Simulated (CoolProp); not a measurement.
Model: reference Helmholtz-energy equation of state, Akasaka 2024, in CoolProp.

For R1132(E), give the phase and the Z, cv (kJ/(kg K)), fugacity coefficient at -13.05 °C and 0.812 MPa; -13.05 °C and 3.66 MPa.


- -13.05 °C and 0.812 MPa: liquid; Z 0.0231, cv 1.06, fugacity coefficient 0.597
- -13.05 °C and 3.66 MPa: liquid; Z 0.103, cv 1.06, fugacity coefficient 0.144
